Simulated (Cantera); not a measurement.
Cantera run:

```python
import numpy as np
import cantera as ct

gas_names = """
    NO N2
""".split()
cond_names = """
    Cu(cr) Cu(L) Cu2O(s) Cu2O(L)
""".split()


def load(file, names, dense=False):
    # The tables refer to 1 bar. Condensed volumes are neglected.
    table = {s.name: s for s in ct.Species.list_from_file(file)}
    out = []
    for n in names:
        d = dict(table[n].input_data)
        d["thermo"] = dict(d["thermo"], **{"reference-pressure": 1e5})
        if dense:
            d["equation-of-state"] = {"model": "constant-volume", "density": "1e6 g/cm^3"}
        out.append(ct.Species.from_dict(d))
    return out


species = {s.name: s for s in load("nasa_gas.yaml", gas_names) + load("nasa_condensed.yaml", cond_names)}
# Each term lists the table entries of one substance; the one whose range holds T is used.
reactions = {
    '2 NO(g) + 4 Cu = N2(g) + 2 Cu2O':
        [(-2, ['NO']), (-4, ['Cu(cr)', 'Cu(L)']), (1, ['N2']), (2, ['Cu2O(s)', 'Cu2O(L)'])],
}


def pick(names, T):
    return next(species[n] for n in names if species[n].thermo.min_temp <= T <= species[n].thermo.max_temp)


results = []
for label, terms in reactions.items():
    print(label)
    print("     T/K   dH/kJ  dS/(J/K)   dG/kJ   log10 K")
    for T in [575, 725, 875, 1025, 1175, 1325]:
        used = [(nu, pick(names, T)) for nu, names in terms]
        dH = sum(nu * s.thermo.h(T) for nu, s in used) / 1e6
        dS = sum(nu * s.thermo.s(T) for nu, s in used) / 1e3
        dG = dH - T * dS / 1e3
        logK = -dG * 1e6 / (ct.gas_constant * T * np.log(10))
        results.append((label, T, dH, dS, dG, logK, [s.name for _, s in used]))
        print(f"{T:8g} {dH:8.1f} {dS:8.1f} {dG:8.1f} {logK:8.2f}")
```

It prints:

```
2 NO(g) + 4 Cu = N2(g) + 2 Cu2O
     T/K   dH/kJ  dS/(J/K)   dG/kJ   log10 K
     575   -522.9   -175.6   -421.9    38.33
     725   -521.4   -173.4   -395.7    28.51
     875   -519.7   -171.3   -369.9    22.08
    1025   -517.9   -169.3   -344.3    17.55
    1175   -515.9   -167.5   -319.1    14.18
    1325   -513.8   -165.9   -294.1    11.59
```

Standard-state values (1 bar) from the NASA 1993 polynomials, evaluated with Cantera. Condensed species are held in their standard states even where they would react or evaporate.
